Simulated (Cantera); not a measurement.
**c-C₄F₈ + H₂ (fluorocarbon and chlorocarbon gases)**

Charge: 1 mol c-C₄F₈, 5.3 mol H₂, held at 2.80 mbar.

Method: chemical equilibrium by Gibbs-energy minimisation in Cantera with the NASA 1993 tables (ideal gas, pure condensed phases). Candidate condensed phases: C, C₆H₆, C₇H₈, C₈H₁₈; 95 gas species. The feed counts by its element totals alone. Rates play no part.

```tsv
T (K)	x HF	x H	x H₂	x F	x C₃	x CF	x C	x C₂H₂ (acetylene)	n C(graphite)
1948	0.857	0.00785	0.135	1.65e-5	2.65e-9	5.87e-8	3.44e-9	7.29e-5	4.00
2048	0.854	0.0153	0.131	4.96e-5	3.14e-8	2.90e-7	2.98e-8	0.000137	4.00
2148	0.848	0.0277	0.124	0.000137	2.93e-7	1.25e-6	2.11e-7	0.000237	4.00
2248	0.840	0.0467	0.113	0.000349	2.23e-6	4.79e-6	1.26e-6	0.000374	3.99
2348	0.828	0.0730	0.0980	0.000846	1.42e-5	1.68e-5	6.42e-6	0.000535	3.99
2448	0.812	0.106	0.0795	0.00197	7.77e-5	5.46e-5	2.86e-5	0.000687	3.98
2548	0.792	0.143	0.0596	0.00448	0.000369	0.000169	0.000114	0.000786	3.97
2648	0.766	0.179	0.0413	0.00997	0.00155	0.000500	0.000405	0.000804	3.92
2748	0.730	0.211	0.0271	0.0214	0.00587	0.00139	0.00132	0.000756	3.74
```
x: gas mole fraction; n: condensed amount in mol.

From 1948 K to 2748 K the condensed part is C(graphite). The main C-bearing gas is C₂H₂ (acetylene) at 1948 K and C₃ at 2748 K. The share of C in condensed phases is highest at 1948 K (100.0 %) and lowest at 2748 K (93.4 %).
